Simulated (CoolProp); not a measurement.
The fluid at 298.15 K and 0.762 MPa is throttled through a valve to 0.178 MPa with no heat exchange. The same conditions are run with several fluids, on thermodynamics alone (safety and materials aside).

Computed with CoolProp (reference Helmholtz-energy equation of state of each fluid (normal hydrogen: Leachman 2009; hydrogen chloride: Thol 2018; methane: Setzmann 1991; carbon monoxide: Lemmon 2006; CF4 (R14): Platzer 1990)). The equations of Platzer and Polt are older, rougher fits.

**Question.** Rank normal hydrogen, hydrogen chloride, methane, carbon monoxide, CF4 (R14) by temperature change (K), highest first.

**Answer.** normal hydrogen (+0.2), carbon monoxide (-1.5), methane (-2.6), CF4 (R14) (-3.3), hydrogen chloride (-9.5)

```json
[
 {"fluid": "normal hydrogen", "final density (kg/m³)": "0.145"},
 {"fluid": "hydrogen chloride", "final density (kg/m³)": "2.74"},
 {"fluid": "methane", "final density (kg/m³)": "1.17"},
 {"fluid": "carbon monoxide", "final density (kg/m³)": "2.02"},
 {"fluid": "CF4 (R14)", "final density (kg/m³)": "6.43"}
]
```
